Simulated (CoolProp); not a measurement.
Saturation properties of isopentane.

Computed with CoolProp (reference Helmholtz-energy equation of state, Lemmon 2006). It is a short technical equation, of lower accuracy than the large ones.

```tsv
T (K)	p (MPa)	enthalpy of vaporisation (kJ/kg)	surface tension (mN/m)
340.3	0.3309	309.8	10.0
349.3	0.4163	301.0	9.14
358.3	0.5172	291.6	8.25
367.3	0.6353	281.6	7.38
376.3	0.7724	270.9	6.53
385.3	0.9302	259.4	5.69
394.3	1.111	246.8	4.88
403.3	1.316	233.0	4.09
412.3	1.548	217.7	3.32
421.3	1.810	200.5	2.58
430.4	2.108	180.3	1.87
439.4	2.438	156.5	1.22
```

It boils at 301.0 K under 1 atm.

Surface tension comes from a separate correlation (Mulero 2012).
